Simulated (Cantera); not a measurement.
An isothermal, constant-pressure homogeneous reactor starts with 28.9 % H₂, 22.2 % O₂, 48.9 % N₂, equivalence ratio 0.65, at 998 K and 100.0 Torr.

Computed with Cantera and GRI-Mech 3.0 (53 species, 325 reactions). Radical loss at walls, strong at low pressure, is not modelled. The temperature is held fixed by assumption; the heat of reaction is taken as removed at once.

One state of this run: x H₂ = 4.40e-6; x O₂ = 0.0909; x N₂O = 1.14e-8; x H₂O = 0.338; x H = 8.21e-9. x: mole fraction; the columns are a selection and need not sum to one.

**Question.** Which value of t (s) does it belong to?
A. 0.00632
B. 0.000252
C. 0.796
D. 0.159

**Answer.** D, 0.159
